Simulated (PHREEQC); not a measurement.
Dissolve 130 mmol/kgw NH4HF2, 1.7 mmol/kgw (NH4)2SiF6 and 7.2 mmol/kgw H2SO4 at 55 °C. Closed to the air; pH follows from the charge balance.

Model: ion-association model, wateq4f.dat, run in PHREEQC.

The ionic strength comes out as 0.138 mol/kgw. What activity coefficients do HSO4-, H+, HF2-, SO4-2, F- get?

HSO4- 0.74, H+ 0.80, HF2- 0.72, SO4-2 0.32, F- 0.72.

No solid was allowed to form. Complexes and solids missing from the database can't appear. wateq4f.dat counts part of the HF as a dimer, H2F2, which phreeqc.dat doesn't know; its constant is uncertain. At this temperature some constants are extrapolated from 25 °C, and those without enthalpy data are left unchanged. SiF6-2 is the database's only silicon fluoride.
